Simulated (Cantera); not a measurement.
Feed: 1 mol SiC, 2.7 mol N2O, 210 mol N2, held at 950 K and 13.3 mbar.

Cantera equilibrium calculation (NASA polynomials, part measured and part estimated; ideal gas, pure solids and liquids). Candidate condensed phases: C, Si, SiC, SiO2, Si2N2O, Si3N4; 34 gas species. The numbers say what is thermodynamically allowed, not how fast it happens.

Base state: N2 0.997, CO 0.00328 (mole fractions); condensed: C(graphite) + SiO2(β-quartz).

**Question.** What changes in the equilibrium state with this change: temperature from 950 K to 1225 K?

**Answer.** 
```
species               before    after
-------------------  -------  -------
N2                     0.997    0.995
CO                   0.00328  0.00468
C(graphite), mol       0.300        0
SiO2(β-quartz), mol     1.00    0.800
Si2N2O(s), mol             0    0.100
```
Mutual solubility and eutectic melting of coexisting phases are not modelled. The tables hold silica as quartz up to 1696 K and as liquid above; real silica turns to tridymite and cristobalite and melts near 1996 K.
